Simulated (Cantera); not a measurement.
Input: 1 mol CaO, 9.7 mol HF, 20 mol H2, held at 1425 °C and 100000 Pa.

These are equilibrium values from Cantera (NASA tables, ideal gas, pure condensed phases), not measurements of a reactor. Candidate condensed phases: Ca, CaF2, CaO, Ca(OH)2, H2O; 29 gas species. Rates play no part.

Base state: H2 0.697, HF 0.268, H2O 0.0348, H 0.000121, CaF2 8.41e-5 (mole fractions); condensed: CaF2(l).

**Question.** What changes in the equilibrium state with this change: pressure from 100000 Pa to 58.0 Pa?

**Answer.** 
```json
[
 {"species": "H2", "before": "0.697", "after": "0.669"},
 {"species": "HF", "before": "0.268", "after": "0.259"},
 {"species": "H2O", "before": "0.0348", "after": "0.0336"},
 {"species": "CaF2", "before": "8.41e-5", "after": "0.0333"},
 {"species": "CaF", "before": "1.49e-8", "after": "0.000250"},
 {"species": "OH", "before": "3.10e-7", "after": "1.27e-5"},
 {"species": "H", "before": "0.000121", "after": "0.00491"},
 {"species": "CaF2(l), mol", "before": "0.998", "after": "0"}
]
```
